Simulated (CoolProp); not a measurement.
The numbers come from the reference Helmholtz-energy equation of state, Akasaka 2024 in CoolProp.

Give the vapour pressure (kPa), vapour density (kg/m³), enthalpy of vaporisation (kJ/kg), liquid cp (kJ/(kg K)) of saturated R1132(E) at 274.1, 305.9, 311.2 K.


| T (K) | p (kPa) | vapour density (kg/m³) | enthalpy of vaporisation (kJ/kg) | liquid cp (kJ/(kg K)) |
|---|---|---|---|---|
| 274.1 | 841 | 27.7 | 250 | 1.75 |
| 305.9 | 2020 | 69.5 | 201 | 2.01 |
| 311.2 | 2290 | 80.6 | 191 | 2.10 |
